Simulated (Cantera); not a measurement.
**Equilibrium for carbon deposition, reforming and gasification: C₆H₆ + CO₂ + NH₃**

A closed system holds: 1 mol C₆H₆, 3.6 mol CO₂, 0.64 mol NH₃, equilibrated at 10000 Pa.

These are equilibrium values from Cantera (NASA tables, ideal gas, pure condensed phases), not measurements of a reactor. Candidate condensed phases: C, C₆H₆, C₇H₈, C₈H₁₈, H₂O; 169 gas species. Ions and electrons are included (thermal ionisation). The numbers say what is thermodynamically allowed, not how fast it happens.

At 3000 K the condensed part is C(graphite). From 3500 K to 5000 K nothing is condensed. The main C-bearing gas is CO throughout.

```csv
T (K),x CO,x H,x H₂,x C,x C₃,x N₂,x C₂,x C₂H₂ (acetylene),x HCN,x N,n C(graphite)
3000,0.557,0.212,0.181,0.000507,0.00312,0.0174,0.000317,0.0112,0.0112,5.81e-6,1.70
3500,0.464,0.401,0.0461,0.0140,0.0309,0.0140,0.00733,0.00222,0.00501,8.29e-5,0
4000,0.425,0.449,0.00792,0.0685,0.0112,0.0132,0.0125,5.17e-5,0.000809,0.000645,0
4500,0.407,0.445,0.00165,0.118,0.000639,0.0132,0.00476,5.77e-7,9.11e-5,0.00327,0
5000,0.398,0.441,0.000469,0.131,2.45e-5,0.0108,0.00115,8.33e-9,1.04e-5,0.0109,0
```
x: gas mole fraction; n: condensed amount in mol.
